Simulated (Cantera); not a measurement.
Stirred combustor or abatement burner

A perfectly stirred reactor is fed with CH4 : H2 : O2 : N2 : H2O = 1 : 0.16 : 2.08 : 7.82 : 2.7 (molar parts), at 1.01 bar; it is adiabatic with a 748 K inlet, and is followed from long to short residence time, starting on the burning branch (τ in s: 0.44, 0.15, 0.053, 0.018, 0.0063, 0.0022, 0.00076, 0.00026, 9.1e-05).

Computed with Cantera and GRI-Mech 3.0 (53 species, 325 reactions).

```
τ (s)    T (K)     x CH4     x H2     x O2    x C2H6      x NO    x HCO
-------  -----  --------  -------  -------  --------  --------  -------
0.44      2176   1.11e-6  0.00561  0.00439    <1e-12  0.000863  4.42e-9
0.15      2171   2.91e-6  0.00596  0.00485  3.59e-12  0.000536  1.20e-8
0.053     2159   6.78e-6  0.00675  0.00564  2.00e-11  0.000319  3.29e-8
0.018     2135   1.49e-5  0.00827  0.00701  9.71e-11  0.000202  9.48e-8
0.0063    2098   3.08e-5   0.0105  0.00899  3.91e-10  0.000140  2.66e-7
0.0022    2047   6.46e-5   0.0135   0.0117   1.53e-9   9.87e-5  7.45e-7
0.00076   1981  0.000146   0.0170   0.0152   6.71e-9   6.63e-5  2.10e-6
0.00026   1899  0.000378   0.0205   0.0200   4.07e-8   4.01e-5  5.98e-6
9.1e-5    1794   0.00137   0.0230   0.0292   6.37e-7   1.84e-5  1.75e-5
```
x: mole fraction; the columns are a selection and need not sum to one.
